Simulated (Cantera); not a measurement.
Cantera run:

```python
import numpy as np
import cantera as ct

gas_names = """
    CL CLO CL2 Mg MgCL MgCL2 MgO Mg2 O O2 O3 Si SiCL SiCL2 SiCL3 SiCL4 SiO SiO2 Si2 Si3
""".split()
cond_names = """
    Mg(cr) Mg(L) MgCL2(s) MgCL2(L) MgO(s) MgO(L) MgSiO3(I) MgSiO3(II) MgSiO3(III) MgSiO3(L) Mg2SiO4(s)
    Mg2SiO4(L) Si(cr) Si(L) SiO2(Lqz) SiO2(hqz) SiO2(L)
""".split()


# ... load() reads the species with a 1 bar reference pressure and builds the phases ...
atoms = {
    'SiO2': {'Si': 1, 'O': 2},
    'MgCl2': {'Mg': 1, 'CL': 2},
    'O2': {'O': 2},
}
top_T = {}  # K; cautious upper limits of use, not melting points


# ... equilibrate(T, P, feed) seeds the gas with the atoms and calls Mixture.equilibrate('TP', solver="vcs", rtol=1e-11, max_steps=5000) ...
results = []
feed = {'SiO2': 1, 'MgCl2': 0.23, 'O2': 0.12}  # mol
T = 1498  # K
P = 101325  # Pa
mix = equilibrate(T, P, feed)
results.append((T, P, feed, dict(zip(mix.species_names, mix.species_moles))))
print(gas.report(threshold=0.0001))
for i in range(1, mix.n_phases):
    print(f"{mix.phase(i).name:16s} {mix.phase_moles(i):12.5e} mol")
```

Output:

```
       temperature   1498 K
          pressure   1.0132e+05 Pa
           density   0.55718 kg/m^3
  mean mol. weight   68.49 kg/kmol
   phase of matter   gas

                          1 kg             1 kmol
                     ---------------   ---------------
          enthalpy        4.5483e+05        3.1151e+07  J
   internal energy        2.7298e+05        1.8696e+07  J
           entropy            4176.7        2.8606e+05  J/K
    Gibbs function       -5.8018e+06       -3.9737e+08  J
 heat capacity c_p            554.98             38010  J/K
 heat capacity c_v            433.58             29696  J/K

                      mass frac. Y      mole frac. X     chem. pot. / RT
                     ---------------   ---------------   ---------------
                CL          0.027337          0.052816           -15.252
               CLO        0.00020976        0.00027923           -30.681
               CL2           0.88075            0.8508           -30.504
             MgCL2          0.070471          0.050696           -73.669
                O2          0.021208          0.045394           -30.858
     [  +15 minor]        2.7638e-05        1.1899e-05

Mg(L)             0.00000e+00 mol
MgCL2(L)          0.00000e+00 mol
MgO(s)            0.00000e+00 mol
MgSiO3(III)       2.17436e-01 mol
Mg2SiO4(s)        0.00000e+00 mol
Si(cr)            0.00000e+00 mol
SiO2(hqz)         7.82561e-01 mol
```

Cantera equilibrium calculation (NASA polynomials, part measured and part estimated; ideal gas, pure solids and liquids). Mutual solubility and eutectic melting of coexisting phases are not modelled. The tables hold silica as quartz up to 1696 K and as liquid above; real silica turns to tridymite and cristobalite and melts near 1996 K. Condensed phases not in the tables: alloys, solid solutions and most ternary compounds.
